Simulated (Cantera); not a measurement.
Sublimation and decomposition of ceramics: MgO + N₂

Feed: 1 mol MgO, 0.037 mol N₂, equilibrated at 10.0 mbar.

These are equilibrium values from Cantera (NASA tables, ideal gas, pure condensed phases), not measurements of a reactor. Candidate condensed phases: Mg, MgO; 13 gas species. Rates play no part.

```csv
T (K),log p N₂,log p Mg,log p O₂,log p O,log p NO,n MgO(s)
2100,-2.00,-4.78,-5.36,-5.54,-5.29,1.000
2150,-2.00,-4.51,-5.06,-5.24,-5.09,1.000
2200,-2.00,-4.25,-4.78,-4.96,-4.90,1.000
2250,-2.01,-4.00,-4.51,-4.69,-4.72,1.000
2300,-2.01,-3.76,-4.26,-4.44,-4.55,0.999
2350,-2.02,-3.53,-4.02,-4.19,-4.39,0.999
2400,-2.04,-3.31,-3.79,-3.96,-4.24,0.998
2450,-2.06,-3.10,-3.58,-3.74,-4.11,0.997
```
log p: log10 of the partial pressure in bar; n: condensed amount in mol.

From 2100 K to 2450 K the condensed part is MgO(s). The main Mg-bearing gas is Mg throughout.
